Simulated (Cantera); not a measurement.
An isothermal plug-flow reactor at 1150 K and 2.70 bar (inlet), inlet velocity 2.9 m/s, active area per volume 1000 1/m; feed 0.425 % CH4, 11.2 % O2, 88.4 % N2, equivalence ratio 0.076.

Detailed kinetics in Cantera: Deutschmann's 1995 Pt surface mechanism with GRI-Mech 3.0 gas chemistry. Catalytic surfaces can have several steady states; this one follows from the mechanism file's or the stated starting coverage. Mass transfer to the wall is taken as infinitely fast.

Question: Predict: x(CH4) at z = 0.014 m; x(O2) at z = 0.014 m; x(H2O) at z = 0.014 m; x(CO2) at z = 0.014 m; x(CO) at z = 0.014 m; θ(free Pt) at the exit; θ(O*) at the exit; θ(OH*) at the exit.

Answer: 
* **x(CH4) at z = 0.014 m**: 0.00169
* **x(O2) at z = 0.014 m**: 0.107
* **x(H2O) at z = 0.014 m**: 0.00504
* **x(CO2) at z = 0.014 m**: 0.00249
* **x(CO) at z = 0.014 m**: 1.64e-6
* **θ(free Pt) at the exit**: 0.294
* **θ(O*) at the exit**: 0.704
* **θ(OH*) at the exit**: 0.00151
